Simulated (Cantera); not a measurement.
Input: 1 mol AlN, 1.8 mol H2, held at 3.30 mbar.

Cantera equilibrium calculation (NASA polynomials, part measured and part estimated; ideal gas, pure solids and liquids). Candidate condensed phases: Al, AlN; 13 gas species. Equilibrium is a limit: real reactors are often held back by kinetics, nucleation or transport.

**Question.** What share of the Al ends up in condensed phases as a function of T (°C), at 1200, 1300, 1400, 1500, 1600, 1700, 1800, 1900?

**Answer.** 
```csv
T (°C),Al condensed (%),as
1200,100.0,AlN(s)
1300,99.9,AlN(s)
1400,99.6,AlN(s)
1500,97.9,AlN(s)
1600,89.8,AlN(s)
1700,46.3,AlN(s)
1800,0.0,-
1900,0.0,-
```
